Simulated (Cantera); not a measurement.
A closed system holds: 1 mol Fe2O3, 2.2 mol CO, 16 mol N2, at 1723.15 K and 0.330 bar.

Equilibrium computed with Cantera from the NASA thermochemical tables; the gas is ideal and each condensed phase is pure. Candidate condensed phases: C, Fe, Fe(CO)5, FeO, Fe2O3, Fe3O4; 27 gas species. The tables' stoichiometric FeO is somewhat more stable than real wüstite, so its field is too wide. FeO: taken at fixed stoichiometry. Rates play no part.

Base state: N2 0.879, CO 0.0659, CO2 0.0549 (mole fractions); condensed: FeO(l).

Problem. What changes in the equilibrium state with this change: 0.048 mol CH4 added?

Solution. 
```tsv
species	before	after
N2	0.879	0.872
CO	0.0659	0.0743
CO2	0.0549	0.0483
H2O	0	0.00363
H2	0	0.00159
H	0	1.27e-5
FeO(l), mol	2.00	2.00
```
Further candidate phases: C6H6, C7H8, C8H18, Fe(OH)2, Fe(OH)3, H2O.
